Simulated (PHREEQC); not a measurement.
PHREEQC input (ion-association model, wateq4f.dat):

```
SOLUTION_MASTER_SPECIES
  An  An-  0  An  62.0  # stands for a non-complexing anion
SOLUTION_SPECIES
  An- = An-
    -log_k 0
    -gamma 3.0 0
PHASES
  Fix_H+
    H+ = H+
    -log_k 0
SOLUTION 1
  temp 25
  units mmol/kgw
  pH 7 charge
  Cl 0.0017
  Zn 0.00085
  Na 5
  An 5
END
SELECTED_OUTPUT 1
  -reset false
  -pH true
  -pe true
  -ionic_strength true
  -water true
  -totals Cl Na Zn
  -molalities Hfo_wOH Hfo_wOH2+ Hfo_wO- Hfo_sOH Hfo_sOH2+ Hfo_sO- Hfo_sOZn+ Hfo_wOZn+
  -saturation_indices Zn(OH)2-e Zn5(OH)8Cl2 Halite
USER_PUNCH 1
  -headings sigma psi
  10 PUNCH EDL("sigma", "Hfo"), EDL("psi", "Hfo")
PRINT
  -reset false
USE solution 1
SURFACE 1
  Hfo_wOH 4.7191e-05 600 0.021
  Hfo_sOH 1.17978e-06
EQUILIBRIUM_PHASES 1
  Fix_H+ -4 HAn 10
    -force_equality true
  O2(g) -0.68 10
END
# ... the last block is repeated for the other 12 points of pH, with NaOH or the acid as the point needs
```

Selected output (columns that matter, 13 of 13 rows; pH added in front):

```
pH	mu	Na	Zn	m_Hfo_wOH	m_Hfo_wOH2+	m_Hfo_wO-	m_Hfo_sOH	m_Hfo_sOH2+	m_Hfo_sO-	si_Zn(OH)2-e	si_Zn5(OH)8Cl2	si_Halite	sigma	psi
4	0.0051216	0.005	8.4998e-07	2.2956e-05	2.3726e-05	5.0885e-07	5.739e-07	5.9314e-07	1.2721e-08	-9.6987	-49.1	-9.7192	0.18225	0.19378
4.5	0.005045	0.005	8.4985e-07	2.8426e-05	1.7721e-05	1.0446e-06	7.1056e-07	4.4296e-07	2.6112e-08	-8.6979	-45.095	-9.7188	0.1309	0.17719
5	0.0050191	0.005	8.489e-07	3.2141e-05	1.3266e-05	1.784e-06	8.0281e-07	3.3135e-07	4.4559e-08	-7.6982	-41.096	-9.7186	0.090136	0.1582
5.5	0.0050098	0.005	8.4167e-07	3.4333e-05	1.0215e-05	2.6436e-06	8.5251e-07	2.5364e-07	6.5643e-08	-6.7019	-37.115	-9.7185	0.059483	0.13703
6	0.0050059	0.005	7.8964e-07	3.5457e-05	8.2327e-06	3.4984e-06	8.4304e-07	1.9574e-07	8.3179e-08	-5.7298	-33.255	-9.7185	0.03758	0.11383
6.5	0.0050035	0.005	5.5863e-07	3.5973e-05	6.9168e-06	4.286e-06	6.8896e-07	1.3247e-07	8.2085e-08	-4.8809	-30.01	-9.7185	0.022764	0.089093
7	0.0050016	0.005	2.1106e-07	3.6149e-05	6.018e-06	4.9744e-06	4.5255e-07	7.5339e-08	6.2274e-08	-4.3066	-28.139	-9.7185	0.012985	0.063217
7.5	0.0050017	0.0050011	3.878e-08	3.6164e-05	5.48e-06	5.4672e-06	3.4458e-07	5.2215e-08	5.2093e-08	-4.0541	-27.876	-9.7184	0.0063118	0.036055
8	0.0050027	0.0050026	5.1677e-09	3.6142e-05	5.1465e-06	5.8144e-06	3.2468e-07	4.6233e-08	5.2233e-08	-3.9862	-28.537	-9.7183	0.0013094	0.0080745
8.5	0.0050053	0.0050055	1.0382e-09	3.61e-05	4.8648e-06	6.137e-06	3.2192e-07	4.3382e-08	5.4726e-08	-3.9568	-29.39	-9.718	-0.003328	-0.020087
9	0.0050131	0.0050137	5.6703e-10	3.6017e-05	4.5433e-06	6.5411e-06	3.2091e-07	4.0481e-08	5.8281e-08	-3.9265	-30.238	-9.7174	-0.0089309	-0.047967
9.5	0.005037	0.0050381	5.4698e-10	3.5835e-05	4.1123e-06	7.1539e-06	3.1928e-07	3.6639e-08	6.3739e-08	-3.8832	-31.022	-9.7154	-0.016995	-0.075115
10	0.0051118	0.0051137	6.3475e-10	3.5418e-05	3.5208e-06	8.1624e-06	3.1562e-07	3.1374e-08	7.2736e-08	-3.8159	-31.686	-9.7094	-0.029358	-0.101
```
